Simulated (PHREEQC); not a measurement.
Make-up at 10 °C: 0.25 mol/kgw H2SO4, 0.0017 mol/kgw Al2(SO4)3 and 0.029 mol/kgw MgSO4. Closed to the air; pH follows from the charge balance.

Equilibrium calculation in PHREEQC: ion-association model, phreeqc.dat.

Each row changes one thing in this solution. No solid was allowed to form.

```
case                                        pH  ionic strength (mol/kgw)  HSO4- (mol/kgw)  SO4-2 (mol/kgw)  AlSO4+ (mol/kgw)  Al(SO4)2- (mol/kgw)  SI of Gibbsite (Al(OH)3)
----------------------------------------  ----  ------------------------  ---------------  ---------------  ----------------  -------------------  ------------------------
as made                                   0.67                     0.385            0.225           0.0461           0.00213             0.000677                    -11.28
0.0028 mol/kgw HCl added                  0.67                         ?            0.225           0.0459           0.00213             0.000672                    -11.29
0.089 mol/kgw ZnBr2 added                 0.64                     0.613            0.196           0.0450           0.00208             0.000538                    -11.33
diluted 5-fold with water                 1.27                    0.0964           0.0354           0.0189          0.000470             0.000101                     -9.89
Al2(SO4)3 from 0.0017 to 0.00085 mol/kgw  0.67                     0.383            0.225           0.0458           0.00106             0.000337                    -11.58
temperature from 10 to 40 °C              0.70                     0.346            0.242           0.0279           0.00219             0.000474                     -9.43
Al2(SO4)3 from 0.0017 to 0.00187 mol/kgw  0.67                     0.386            0.225           0.0462           0.00234             0.000745                    -11.23
MgSO4 left out                               ?                     0.332            0.212           0.0392           0.00215             0.000614                    -11.29
H2SO4 left out                            4.68                    0.0815          1.54e-5           0.0203           0.00235             0.000570                     +1.00
```

Q: Some entries are withheld; supply them.

A: 
- 0.0028 mol/kgw HCl added, ionic strength (mol/kgw): 0.388
- MgSO4 left out, pH: 0.65

Some of these states are supersaturated (in Gibbsite (slow to form), for instance). At this temperature some constants are extrapolated from 25 °C, and those without enthalpy data are left unchanged.
